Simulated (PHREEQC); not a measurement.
Make-up at 25 °C: 0.46 mol/kgw CuCl2, 0.00022 mol/kgw HCl and 0.0012 mol/kgw H3BO3. Closed to the air; pH follows from the charge balance.

Model: ion-association model, phreeqc.dat, run in PHREEQC.

Precipitation was switched off in this run.

Order these Cu species by the share of Cu that they hold, largest first: Cu+2, CuCl+, CuCl2.

Cu+2 (68 %), CuCl+ (29 %), CuCl2 (3.3 %)

Order these Cl species by the share of Cl that they hold, largest first: CuCl+, Cl-, CuCl2.

Cl- (82 %), CuCl+ (14 %), CuCl2 (3.3 %)

The pH is 3.73 and the ionic strength 1.07 mol/kgw. The ionic strength is past about 0.7 mol/kgw, beyond the range of this activity model, so the values are rough. Species that the database lacks are ignored.
